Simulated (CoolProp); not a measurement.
2000 sccm (0 °C, 1 atm) of nitrogen bubbles through liquid o-xylene at 330.7 K and leaves saturated at a total pressure of 0.026 MPa (ideal gas phase). Each further row changes one setting.

Computed with CoolProp (reference Helmholtz-energy equation of state, Zhou 2012).

```csv
case,vapour pressure (kPa),mole fraction of vapour,delivery (mg/min),delivery (sccm),change of delivery for a bath 1 K warmer (%)
as stated,4.88,0.188,(withheld),462,(withheld)
bath temperature 335.7 K,(withheld),0.235,(withheld),(withheld),6.0
total pressure 0.052 MPa,4.88,(withheld),981,207,(withheld)
```

Problem. Some entries are withheld; supply them.

Solution. 
- as stated, delivery (mg/min): 2190
- as stated, change of delivery for a bath 1 K warmer (%): 5.8
- bath temperature 335.7 K, vapour pressure (kPa): 6.11
- bath temperature 335.7 K, delivery (mg/min): 2910
- bath temperature 335.7 K, delivery (sccm): 615
- total pressure 0.052 MPa, mole fraction of vapour: 0.0938
- total pressure 0.052 MPa, change of delivery for a bath 1 K warmer (%): 5.2
